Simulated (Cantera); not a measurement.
Ignition delay

Mixture: CH₄ : H₂ : O₂ : N₂ = 1 : 0.14 : 4.7 : 17.7 (molar parts), equivalence ratio 0.44, at 5.33 atm, adiabatic and at constant volume. Ignition delay is the time to a rise of 400 K.

Model: GRI-Mech 3.0 (53 species, 325 reactions), integrated in Cantera.

```json
[
 {"T0 (K)": "1250", "delay (ms)": "1.09"},
 {"T0 (K)": "1325", "delay (ms)": "0.546"},
 {"T0 (K)": "1400", "delay (ms)": "0.283"},
 {"T0 (K)": "1475", "delay (ms)": "0.153"},
 {"T0 (K)": "1550", "delay (ms)": "0.0864"},
 {"T0 (K)": "1625", "delay (ms)": "0.0512"},
 {"T0 (K)": "1700", "delay (ms)": "0.0317"},
 {"T0 (K)": "1775", "delay (ms)": "0.0205"},
 {"T0 (K)": "1850", "delay (ms)": "0.0137"}
]
```

```yaml
apparent activation energy between 1700 and 1850 K: 150 kJ/mol
```
